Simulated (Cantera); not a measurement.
A closed system holds: 1 mol MgCl2, 9.8 mol H2, equilibrated at 1600 K and 0.250 bar.

These are equilibrium values from Cantera (NASA tables, ideal gas, pure condensed phases), not measurements of a reactor. Candidate condensed phases: Mg, MgCl2; 10 gas species. The tables' values for MgH are old estimates; treat these amounts as uncertain. Kinetics and transport are ignored.

Base state: H2 0.899, MgCl2 0.0876, HCl 0.00873, Mg 0.00415, MgCl 0.000393, H 0.000103, MgH 2.25e-5 (mole fractions); condensed: gas only.

Q: What changes in the equilibrium state with this change: temperature from 1600 K to 2025 K?

A: 
| species | before | after |
|---|---|---|
| H2 | 0.899 | 0.858 |
| MgCl2 | 0.0876 | 0.0651 |
| HCl | 0.00873 | 0.0476 |
| Mg | 0.00415 | 0.0224 |
| Cl | 7.92e-7 | 0.000147 |
| H | 0.000103 | 0.00357 |
| MgH | 2.25e-5 | 0.000164 |
